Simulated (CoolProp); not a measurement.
A Linde-Hampson liquefier for CF4 (R14): isothermal reversible compression at 250 K from 1 atm to 40 MPa, throttling to 1 atm, return gas leaving the recuperator 0 K below the feed. Each further row changes one setting.

Values from CoolProp's reference Helmholtz-energy equation of state, Platzer 1990. This equation is an older, rougher fit; its heat capacities, sound speeds and derivatives of the liquid may be far off and weren't checked against measurements.

```csv
case,liquid yield per pass,compression work (kJ/kg of gas)
as stated,0.427,116
warm-end temperature 280 K,0.342,140
warm-end gap 5 K,0.418,116
```
